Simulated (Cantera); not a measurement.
Input (Python, Cantera):

```python
import numpy as np
import cantera as ct

gas = ct.Solution("gri30.yaml")
gas.TPX = 1400, 2100000, {'CO': 1, 'H2': 0.44, 'O2': 1.33, 'N2': 12.9}
reactor = ct.IdealGasConstPressureReactor(gas, energy="on", clone=False)
net = ct.ReactorNet([reactor])
net.rtol, net.atol = 1e-08, 1e-16
show = ['CO', 'H2', 'O2', 'H2O', 'NO', 'N2O']
times = np.geomspace(9e-06, 0.8, 16)

steps = ct.SolutionArray(gas, extra=["t"])
rows = []
print(f"{'t/s':>10s}{'T/K':>9s}{'P/Pa':>11s}" + "".join(f"{s:>11s}" for s in show))
for t in times:
    while net.time < t:
        t_next = net.step()
        steps.append(gas.state, t=t_next)
    rows.append([np.interp(t, steps.t, y) for y in (steps.T, steps.P, *steps(*show).X.T)])
    print(f"{t:10.3e}{rows[-1][0]:9.1f}{rows[-1][1]:11.4g}" + "".join(f"{x:11.3e}" for x in rows[-1][2:]))
rate = np.gradient(steps.T, steps.t)
print("integrator steps:", len(steps.t))
if steps.T.max() > steps.T[0] + 200:
    print(f"time of steepest temperature rise: {steps.t[rate.argmax()]:.4e} s")
gas.TPX = 1400, 2100000, {'CO': 1, 'H2': 0.44, 'O2': 1.33, 'N2': 12.9}
gas.equilibrate("HP")
print(f"equilibrium (HP): T = {gas.T:.1f} K  " + "  ".join(f"{s} {gas[s].X[0]:.3e}" for s in show))
```

Output:

```
       t/s      T/K       P/Pa         CO         H2         O2        H2O         NO        N2O
 9.000e-06   1699.2    2.1e+06  4.915e-02  7.305e-04  6.358e-02  2.707e-02  2.222e-06  1.672e-06
 1.924e-05   1933.8    2.1e+06  1.895e-02  4.212e-04  4.893e-02  2.758e-02  8.890e-06  5.494e-06
 4.112e-05   2060.7    2.1e+06  3.644e-03  1.394e-04  4.207e-02  2.855e-02  1.923e-05  5.734e-06
 8.790e-05   2087.1    2.1e+06  7.622e-04  3.869e-05  4.093e-02  2.901e-02  2.413e-05  2.836e-06
 1.879e-04   2092.1    2.1e+06  2.467e-04  1.951e-05  4.074e-02  2.913e-02  2.710e-05  1.321e-06
 4.017e-04   2092.5    2.1e+06  2.010e-04  1.787e-05  4.072e-02  2.914e-02  3.160e-05  1.190e-06
 8.586e-04   2092.5    2.1e+06  2.006e-04  1.785e-05  4.072e-02  2.914e-02  4.103e-05  1.189e-06
 1.835e-03   2092.4    2.1e+06  2.005e-04  1.785e-05  4.071e-02  2.914e-02  6.113e-05  1.189e-06
 3.923e-03   2092.3    2.1e+06  2.004e-04  1.784e-05  4.069e-02  2.914e-02  1.039e-04  1.188e-06
 8.386e-03   2092.1    2.1e+06  2.002e-04  1.783e-05  4.064e-02  2.914e-02  1.942e-04  1.187e-06
 1.793e-02   2091.7    2.1e+06  1.998e-04  1.779e-05  4.055e-02  2.914e-02  3.823e-04  1.184e-06
 3.832e-02   2090.8    2.1e+06  1.989e-04  1.773e-05  4.036e-02  2.914e-02  7.618e-04  1.180e-06
 8.191e-02   2089.2    2.1e+06  1.973e-04  1.761e-05  4.000e-02  2.914e-02  1.471e-03  1.172e-06
 1.751e-01   2086.6    2.1e+06  1.948e-04  1.742e-05  3.945e-02  2.915e-02  2.572e-03  1.160e-06
 3.743e-01   2083.9    2.1e+06  1.923e-04  1.723e-05  3.888e-02  2.915e-02  3.710e-03  1.151e-06
 8.000e-01   2082.7    2.1e+06  1.911e-04  1.714e-05  3.862e-02  2.915e-02  4.230e-03  1.147e-06
integrator steps: 1242
time of steepest temperature rise: 6.6040e-06 s
equilibrium (HP): T = 2082.6 K  CO 1.910e-04  H2 1.713e-05  O2 3.859e-02  H2O 2.916e-02  NO 4.284e-03  N2O 1.147e-06
```

Cantera simulation using GRI-Mech 3.0 (53 species, 325 reactions); the numbers are that mechanism's predictions, not measurements. The hydrogen kinetics of GRI-Mech 3.0 are dated; newer H2 mechanisms differ, most at raised pressure. The pressure lies above the range GRI-Mech 3.0 was tuned for (to about 10 atm).
